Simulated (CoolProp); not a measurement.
Vapour-liquid equilibrium of 1-butene (1) + n-butane (2) at 384.6 K; x and y are mole fractions of (1).

Values from CoolProp's multi-fluid Helmholtz-energy mixture model, Lemmon 2005 and Bücker 2006; pair parameters Bell 2016.

Problem. Give the bubble pressure and the first vapour's composition at x = 0.5, 0.65, 0.725. Is there an azeotrope?

Solution. x = 0.5: 2.064 MPa, y = 0.524; x = 0.65: 2.113 MPa, y = 0.670; x = 0.725: 2.136 MPa, y = 0.741. No azeotrope shows between x = 0.05 and 0.95.

The pair parameters rest on a limited set of measurements; away from them the model extrapolates.
